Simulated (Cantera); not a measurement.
An adiabatic, constant-volume homogeneous reactor starts with CH4 : CO : O2 : N2 = 1 : 0.042 : 0.879 : 3.3 (molar parts), at 1425 K and 3.36 atm.

Computed with Cantera and GRI-Mech 3.0 (53 species, 325 reactions).

One state of this run: T (K) = 2604; P (bar) = 7.58; x CH4 = 1.49e-9; x CO = 0.152; x O2 = 3.35e-6; x OH = 0.000778; x HCO = 9.08e-7; x CH2CO = 3.34e-12; x NO2 = 7.84e-10. x: mole fraction; the columns are a selection and need not sum to one.

Question: Which value of t (s) does it belong to?
A. 9.00e-6
B. 5.36e-5
C. 0.000778
D. 0.164

Answer: D, 0.164
